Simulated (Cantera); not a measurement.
Feed: 1 mol Ca(OH)2, 0.025 mol C, 0.47 mol O2, equilibrated at 0.670 bar.

These are equilibrium values from Cantera (NASA tables, ideal gas, pure condensed phases), not measurements of a reactor. Candidate condensed phases: C, C6H6, C7H8, C8H18, Ca, CaCO3, CaO, Ca(OH)2, H2O; 115 gas species. Kinetics and transport are ignored.

### Question
At 1000 K, list the 3 most abundant gas species with their mole fractions, and the condensed phases.

### Answer
H2O 0.680, O2 0.303, CO2 0.0170. Condensed: CaO(s).
